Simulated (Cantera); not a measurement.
Ignition delay

Mixture: 6.16 % CH₄, 0.345 % C₂H₆, 0.209 % C₃H₈, 18.7 % O₂, 70.2 % N₂, 4.43 % CO₂, equivalence ratio 0.78, at 2900000 Pa, adiabatic and at constant pressure. Ignition delay is the time to a rise of 400 K.

Cantera simulation using GRI-Mech 3.0 (53 species, 325 reactions); the numbers are that mechanism's predictions, not measurements. The pressure lies above the range GRI-Mech 3.0 was tuned for (to about 10 atm).

```
T0 (K)  delay (ms)
------  ----------
1125          1.61
1225         0.455
1325         0.150
1425        0.0553
1525        0.0224
1625        0.0100
1725       0.00497
```

```
Property                                                 Value
--------------------------------------------------  ----------
apparent activation energy between 1525 and 1725 K  160 kJ/mol
```
